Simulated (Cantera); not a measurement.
**Stirred combustor or abatement burner**

A perfectly stirred reactor is fed with 9.51 % CH3OH, 19.0 % O2, 71.5 % N2, at 9750 Torr; it is adiabatic with a 475 K inlet, and is followed from long to short residence time, starting on the burning branch (τ in s: 0.037, 0.016, 0.0065, 0.0027, 0.0012, 0.00048, 0.0002, 8.5e-05, 3.6e-05).

Model: GRI-Mech 3.0 (53 species, 325 reactions), integrated in Cantera. GRI-Mech 3.0 was tuned for natural gas; its chemistry of methanol as a main component is partial and can be far from experiment. The pressure lies above the range GRI-Mech 3.0 was tuned for (to about 10 atm).

```
τ (s)    T (K)   x CH3OH    x O2     x C2H      x NO    x N2O   x CO2
-------  -----  --------  ------  --------  --------  -------  ------
0.037     2089   6.85e-7  0.0449    <1e-12  0.000500  8.13e-7  0.0903
0.016     2088   1.52e-6  0.0451    <1e-12  0.000248  8.67e-7  0.0902
0.0065    2086   3.47e-6  0.0452    <1e-12  0.000124  9.85e-7  0.0900
0.0027    2082   7.36e-6  0.0455    <1e-12   7.14e-5  1.20e-6  0.0895
0.0012    2074   1.41e-5  0.0458    <1e-12   4.80e-5  1.48e-6  0.0887
0.00048   2059   2.82e-5  0.0465    <1e-12   3.33e-5  1.82e-6  0.0871
0.00020   2035   5.42e-5  0.0478    <1e-12   2.35e-5  1.98e-6  0.0845
8.5e-5    1996  0.000106  0.0501  1.87e-12   1.55e-5  1.90e-6  0.0799
3.6e-5    1925  0.000239  0.0549  4.97e-12   8.18e-6  1.59e-6  0.0708
```
x: mole fraction; the columns are a selection and need not sum to one.
